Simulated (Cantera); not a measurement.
Transport properties of process gases

Gas mixture: C2H2 : H2O : CO2 = 0.2 : 0.49 : 0.2 (molar parts), at 3.10 bar, frozen composition.

Cantera's kinetic-theory transport with the Lennard-Jones parameters of GRI-Mech 3.0, ideal gas; thermal conductivity in the mixture-averaged form. Polar gases are described roughly by these parameters. The composition is frozen, though it would react at the higher temperatures.

```
T (K)  ρ (kg/m³)  cp (J/kg/K)  μ (µPa s)  λ (mW/m/K)     Pr  D (cm²/s) CH3  D (cm²/s) N2  D (cm²/s) OH
-----  ---------  -----------  ---------  ----------  -----  -------------  ------------  ------------
400         2.39         1537       15.7        33.7  0.715          0.115         0.108         0.168
600         1.59         1703       22.9        54.6  0.714          0.241         0.224         0.346
800         1.20         1837       29.6        76.8  0.707          0.400         0.370         0.569
1000       0.957         1957       35.7        99.6  0.702          0.589         0.543         0.832
1200       0.797         2062       41.5         122  0.699          0.805         0.740          1.13
1400       0.683         2152       46.9         145  0.696           1.05         0.960          1.47
```
D: mixture-averaged diffusion coefficient of that species in the mixture.
